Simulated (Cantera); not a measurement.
Charge: 1 mol B₂H₆, 3.5 mol NH₃, 32 mol H₂, at 502 °C and 0.130 bar.

Method: chemical equilibrium by Gibbs-energy minimisation in Cantera with the NASA 1993 tables (ideal gas, pure condensed phases). Candidate condensed phases: B, BN; 15 gas species. The feed counts by its element totals alone. Equilibrium is a limit: real reactors are often held back by kinetics, nucleation or transport.

Q: What is the equilibrium state?

A: 
* **x(H₂)**: 0.982
* **x(N₂)**: 0.0183
* **x(NH₃)**: 6.62e-5
* **n(BN(s))**: 2.00 mol
* **gas amount**: 41.00 mol
* **log10 activity of B(s) (absent)**: -11.00
